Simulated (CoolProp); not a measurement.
A Linde-Hampson liquefier for CF4 (R14): isothermal reversible compression at 320 K from 1 atm to 5 MPa, throttling to 1 atm, return gas leaving the recuperator 0 K below the feed. Each further row changes one setting.

Model: reference Helmholtz-energy equation of state, Platzer 1990, in CoolProp. This equation is an older, rougher fit; its heat capacities, sound speeds and derivatives of the liquid may be far off and weren't checked against measurements.

```tsv
case	liquid yield per pass	compression work (kJ/kg of gas)
as stated	?	114
high pressure 10 MPa	?	131
warm-end temperature 350 K	?	?
warm-end gap 5 K	?	114
```

Q: What belongs in the gaps?

A: 
- as stated, liquid yield per pass: 0.072
- high pressure 10 MPa, liquid yield per pass: 0.145
- warm-end temperature 350 K, liquid yield per pass: 0.054
- warm-end temperature 350 K, compression work (kJ/kg of gas): 126
- warm-end gap 5 K, liquid yield per pass: 0.058
